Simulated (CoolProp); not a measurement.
Vapour-liquid equilibrium of R22 (1) + dimethyl ether (2) at 283.4 K; x and y are mole fractions of (1).

Model: multi-fluid Helmholtz-energy mixture model, Kamei 1995 and Wu 2011; pair parameters Bell 2016, in CoolProp.

```
x     bubble pressure (MPa)  y at the bubble point  dew pressure at overall composition x (MPa)  liquid density (mol/L)
----  ---------------------  ---------------------  -------------------------------------------  ----------------------
0.05                 0.3722                  0.041                                       0.3714                   14.89
0.15                 0.3657                      …                                            …                   14.95
0.25                 0.3633                  0.252                                       0.3633                   14.99
0.35                 0.3677                  0.386                                       0.3657                   15.02
0.45                 0.3822                      …                                       0.3727                   15.02
0.55                 0.4098                  0.673                                       0.3849                   15.00
0.65                 0.4527                      …                                       0.4040                   14.95
0.75                 0.5105                  0.889                                       0.4336                   14.86
0.85                 0.5795                  0.952                                       0.4820                   14.73
0.95                 0.6519                  0.989                                            …                   14.53
```

### Question
Fill in the missing entries.

### Answer

- 0.15, y at the bubble point: 0.137
- 0.15, dew pressure at overall composition x (MPa): 0.3651
- 0.45, y at the bubble point: 0.531
- 0.65, y at the bubble point: 0.796
- 0.95, dew pressure at overall composition x (MPa): 0.5771

y crosses x between x = 0.15 and 0.25: the model has an azeotrope there.

Pair parameters are fitted to limited data, so mixtures are less certain than the pure fluids.
